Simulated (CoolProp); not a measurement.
The fluid at 293.15 K and 1.91 MPa is throttled through a valve to 0.636 MPa with no heat exchange. The same conditions are run with several fluids, on thermodynamics alone (safety and materials aside).

Computed with CoolProp (reference Helmholtz-energy equation of state of each fluid (n-perfluorohexane: Gao 2022; n-hexane: Thol 2019; R152A: Outcalt 1996; R22: Kamei 1995; R115: Lemmon 2016)).

```
fluid              temperature change (K)                       final phase  final density (kg/m³)
-----------------  ----------------------  --------------------------------  ---------------------
n-perfluorohexane                    +0.4                            liquid                   1690
n-hexane                             +0.5                            liquid                    659
R152A                                +0.2                            liquid                    912
R22                                 -12.2  two-phase, vapour fraction 0.075                    283
R115                                 -7.8  two-phase, vapour fraction 0.082                    427
```
